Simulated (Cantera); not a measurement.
A closed system holds: 1 mol ZrO2, 2600 mol H2, 52 mol N2, equilibrated at 1575 °C and 1 atm.

Cantera equilibrium calculation (NASA polynomials, part measured and part estimated; ideal gas, pure solids and liquids). Candidate condensed phases: H2O, Zr, ZrN, ZrO2; 28 gas species. Mutual solubility and eutectic melting of coexisting phases are not modelled. ZrN: taken at fixed stoichiometry. Condensed phases not in the tables: solid solutions among these carbides, nitrides and lower oxides. The numbers say what is thermodynamically allowed, not how fast it happens.

Base state: H2 0.980, N2 0.0196, H 0.000522, H2O 5.44e-5 (mole fractions); condensed: ZrN(s) + ZrO2(tetragonal).

What changes in the equilibrium state with this change: temperature from 1575 °C to 1950 °C?


| species | before | after |
|---|---|---|
| H2 | 0.980 | 0.974 |
| N2 | 0.0196 | 0.0195 |
| H | 0.000522 | 0.00628 |
| H2O | 5.44e-5 | 0.000181 |
| ZrN(s), mol | 0.0721 | 0.241 |
| ZrO2(tetragonal), mol | 0.928 | 0.759 |
